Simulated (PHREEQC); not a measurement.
**Copper plating or etch bath**

A solution holds 0.21 mol CuCl2, 0.0019 mol H2SO4 and 5.9e-05 mol H3BO3 per kg of water, at 85 °C. Closed to the air; pH follows from the charge balance.

The numbers come from PHREEQC with the ion-association model, phreeqc.dat.

Each row changes one thing in this solution. No solid was allowed to form.

```json
[
 {"case": "as made", "pH": "2.58", "ionic strength (mol/kgw)": "0.333", "Cu+2 (mol/kgw)": "0.0659", "SO4-2 (mol/kgw)": "0.000850", "CuSO4 (mol/kgw)": "0.000747", "HSO4- (mol/kgw)": "0.000303"},
 {"case": "H2SO4 replaced by Na2SO4 at the same molality", "pH": "3.68", "ionic strength (mol/kgw)": "0.333", "Cu+2 (mol/kgw)": "0.0657", "SO4-2 (mol/kgw)": "0.000995", "CuSO4 (mol/kgw)": "0.000872", "HSO4- (mol/kgw)": "(withheld)"},
 {"case": "diluted 5-fold with water", "pH": "3.22", "ionic strength (mol/kgw)": "0.0893", "Cu+2 (mol/kgw)": "0.0236", "SO4-2 (mol/kgw)": "0.000192", "CuSO4 (mol/kgw)": "0.000164", "HSO4- (mol/kgw)": "2.41e-5"},
 {"case": "H2SO4 from 0.0019 to 0.00019 mol/kgw", "pH": "3.44", "ionic strength (mol/kgw)": "0.330", "Cu+2 (mol/kgw)": "0.0660", "SO4-2 (mol/kgw)": "9.81e-5", "CuSO4 (mol/kgw)": "8.71e-5", "HSO4- (mol/kgw)": "4.78e-6"},
 {"case": "CuCl2 replaced by Cu(NO3)2 at the same molality", "pH": "2.57", "ionic strength (mol/kgw)": "0.631", "Cu+2 (mol/kgw)": "0.209", "SO4-2 (mol/kgw)": "0.000660", "CuSO4 (mol/kgw)": "0.00106", "HSO4- (mol/kgw)": "(withheld)"}
]
```

Q: What belongs in the gaps?

A: 
- H2SO4 replaced by Na2SO4 at the same molality, HSO4- (mol/kgw): 2.78e-5
- CuCl2 replaced by Cu(NO3)2 at the same molality, HSO4- (mol/kgw): 0.000177

Away from 25 °C the constants follow the database's enthalpies or fits; those with neither stay at their 25 °C values.
